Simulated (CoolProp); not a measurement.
Vapour-liquid equilibrium of methanol (1) + hexamethyldisiloxane (MM) (2) at 165 kPa; x and y are mole fractions of (1).

Values from CoolProp's multi-fluid Helmholtz-energy mixture model, de Reuck 1993 and Thol 2016; pair parameters Bell 2016.

| x | bubble temperature (°C) | y at the bubble point | dew temperature at overall composition x (°C) | liquid density (mol/L) |
|---|---|---|---|---|
| 0.05 | 109.2 | 0.232 | 116.4 | 4.288 |
| 0.15 | 96.4 | 0.505 | 112.6 | 4.855 |
| 0.25 | 88.6 | 0.642 | 108.5 | 5.494 |
| 0.35 | 84.0 | 0.716 | 104.0 | 6.248 |
| 0.45 | 81.4 | 0.759 | 99.3 | 7.172 |
| 0.55 | 79.9 | 0.787 | 94.0 | 8.346 |
| 0.65 | 78.9 | 0.810 | 88.2 | 9.892 |
| 0.75 | 78.2 | 0.837 | 81.9 | 12.01 |
| 0.85 | 77.6 | 0.878 | 78.0 | 15.03 |
| 0.95 | 77.4 | 0.951 | 77.4 | 19.64 |

No azeotrope shows between x = 0.05 and 0.95.

The pair parameters rest on a limited set of measurements; away from them the model extrapolates.
